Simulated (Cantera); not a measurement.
Charge: 1 mol TEOS, 0.49 mol NO, 0.37 mol H2, equilibrated at 850 K and 1.33 mbar.

Cantera equilibrium calculation (NASA polynomials, part measured and part estimated; ideal gas, pure solids and liquids). Candidate condensed phases: C, C6H6, C7H8, C8H18, H2O, Si, SiC, SiO2, Si2N2O, Si3N4; 151 gas species. The feed counts by its element totals alone. The numbers say what is thermodynamically allowed, not how fast it happens.

Base state: H2 0.791, CO 0.187, N2 0.0187, H2O 0.00139, CO2 0.00101, CH4 0.000519 (mole fractions); condensed: C(graphite) + SiO2(β-quartz).

### Question
What changes in the equilibrium state with this change: pressure from 1.33 mbar to 0.133 bar?

### Answer
| species | before | after |
|---|---|---|
| H2 | 0.791 | 0.743 |
| CO | 0.187 | 0.0962 |
| H2O | 0.00139 | 0.0672 |
| CH4 | 0.000519 | 0.0458 |
| CO2 | 0.00101 | 0.0266 |
| N2 | 0.0187 | 0.0213 |
| NH3 | 2.38e-7 | 2.31e-5 |
| C(graphite), mol | 5.53 | 6.06 |
| SiO2(β-quartz), mol | 1.00 | 1.00 |

### Question
What changes in the equilibrium state with this change: NO from 0.49 to 27 mol?

### Answer
```json
[
 {"species": "N2", "before": "0.0187", "after": "0.407"},
 {"species": "H2O", "before": "0.00139", "after": "0.312"},
 {"species": "CO2", "before": "0.00101", "after": "0.241"},
 {"species": "H2", "before": "0.791", "after": "<1e-9"},
 {"species": "CO", "before": "0.187", "after": "<1e-9"},
 {"species": "O2", "before": "<1e-9", "after": "0.0396"},
 {"species": "CH4", "before": "0.000519", "after": "<1e-9"},
 {"species": "C(graphite), mol", "before": "5.53", "after": "0"},
 {"species": "SiO2(β-quartz), mol", "before": "1.00", "after": "1.00"}
]
```
